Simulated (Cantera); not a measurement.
Input: 1 mol MgCO₃, 1.2 mol O₂, equilibrated at 0.220 bar.

Cantera equilibrium calculation (NASA polynomials, part measured and part estimated; ideal gas, pure solids and liquids). Candidate condensed phases: C, Mg, MgCO₃, MgO; 15 gas species. Rates play no part. All values below are at 1550 °C.

Base state: O₂ 0.545, CO₂ 0.454, CO 0.000341, O 0.000238 (mole fractions); condensed: MgO(s).

**Question.** What changes in the equilibrium state with this change: pressure from 0.220 bar to 13.3 mbar?

**Answer.** 
```json
[
 {"species": "O₂", "before": "0.545", "after": "0.545"},
 {"species": "CO₂", "before": "0.454", "after": "0.453"},
 {"species": "CO", "before": "0.000341", "after": "0.00138"},
 {"species": "O", "before": "0.000238", "after": "0.000965"},
 {"species": "MgO(s), mol", "before": "1.00", "after": "1.00"}
]
```

**Question.** What changes in the equilibrium state with this change: O₂ from 1.2 to 0.014 mol?

**Answer.** 
```tsv
species	before	after
CO₂	0.454	0.980
O₂	0.545	0.0159
CO	0.000341	0.00431
O	0.000238	4.06e-5
MgO(s), mol	1.00	1.00
```
